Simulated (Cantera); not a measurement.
A closed system holds: 1 mol (CH₃)₂SiCl₂, 0.071 mol C₂H₄, 1.5 mol H₂, 0.0099 mol C₃H₈, at 1250 K and 0.280 bar.

Equilibrium computed with Cantera from the NASA thermochemical tables; the gas is ideal and each condensed phase is pure. The feed counts by its element totals alone. The tables' values for SiCl₃ are old estimates; treat these amounts as uncertain. Rates play no part.

```csv
species,before,after
H₂,0.720,0.767
SiCl₄,0.0254,0.0887
HCl,0.248,0.0764
SiCl₂,0.000487,0.0191
SiHCl₃,0.00262,0.0317
SiCl₃,0.00131,0.0154
CH₄,0.00160,4.09e-6
SiH₃Cl,1.43e-7,2.08e-5
SiH₂Cl₂,3.68e-5,0.00154
"C(graphite), mol",1.33,0
"SiC(s), mol",0.836,0.172
"Si(s), mol",0,0.318
```
Gas species are given as mole fractions.

Which change was made?
(A) temperature from 1250 K to 1100 K
(B) temperature from 1250 K to 2423 K
(C) (CH₃)₂SiCl₂ replaced by SiH₂Cl₂
(D) C₃H₈ from 0.0099 to 0.81 mol

C, (CH₃)₂SiCl₂ replaced by SiH₂Cl₂. Mutual solubility and eutectic melting of coexisting phases are not modelled
